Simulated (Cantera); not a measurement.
An isothermal, constant-pressure homogeneous reactor starts with 3.47 % H2, 96.5 % O2, equivalence ratio 0.018, at 1373 K and 10.00 Torr.

Model: the H2/O2 subset of GRI-Mech 3.0, which has no nitrogen chemistry, integrated in Cantera. Radical loss at walls, strong at low pressure, is not modelled. The temperature is held fixed by assumption; the heat of reaction is taken as removed at once.

One state of this run: x H2 = 3.36e-5; x O2 = 0.962; x H = 6.12e-5; x H2O = 0.0347; x OH = 0.00114. x: mole fraction; the columns are a selection and need not sum to one.

Problem. Which value of t (s) does it belong to?
A) 0.000300
B) 0.116
C) 0.516
D) 2.29

Solution. C, 0.516
